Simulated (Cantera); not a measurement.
Input: 1 mol B2O3, 2.5 mol HF, 2 mol O2, held at 0.220 bar.

Equilibrium computed with Cantera from the NASA thermochemical tables; the gas is ideal and each condensed phase is pure. Candidate condensed phases: B, B2O3, B3O3H3, H2O; 43 gas species. Gases not in the tables: H3BO3. The numbers say what is thermodynamically allowed, not how fast it happens.

x: gas mole fraction; n: condensed amount in mol.

```tsv
T (°C)	x O2	x BOF	x HF	x H2O	x BF3	x HBO2	x B3O3F3	n B2O3(l)
725	0.479	6.57e-5	0.138	0.228	0.139	2.56e-5	0.0146	0.610
800	0.477	0.000312	0.161	0.216	0.130	0.000108	0.0151	0.626
875	0.475	0.00120	0.182	0.205	0.122	0.000369	0.0152	0.641
950	0.472	0.00386	0.202	0.193	0.113	0.00107	0.0150	0.652
1025	0.468	0.0107	0.218	0.181	0.104	0.00273	0.0145	0.654
1100	0.461	0.0263	0.231	0.169	0.0930	0.00618	0.0134	0.639
1175	0.449	0.0570	0.235	0.157	0.0782	0.0127	0.0116	0.592
1250	0.430	0.109	0.226	0.143	0.0584	0.0239	0.00883	[?]
1325	0.403	0.181	0.201	0.131	0.0353	0.0420	0.00543	[?]
1400	0.375	0.255	0.160	0.119	0.0157	0.0698	0.00244	[?]
1475	0.367	0.275	0.157	0.113	0.00838	0.0747	0.000583	0
1550	0.365	0.279	0.163	0.110	0.00487	0.0727	0.000133	0
1625	0.363	0.280	0.167	0.108	0.00286	0.0713	3.35e-5	0
```

Problem. Some entries are withheld; supply them.

Solution. 
- 1250, n B2O3(l): 0.491
- 1325, n B2O3(l): 0.314
- 1400, n B2O3(l): 0.0597
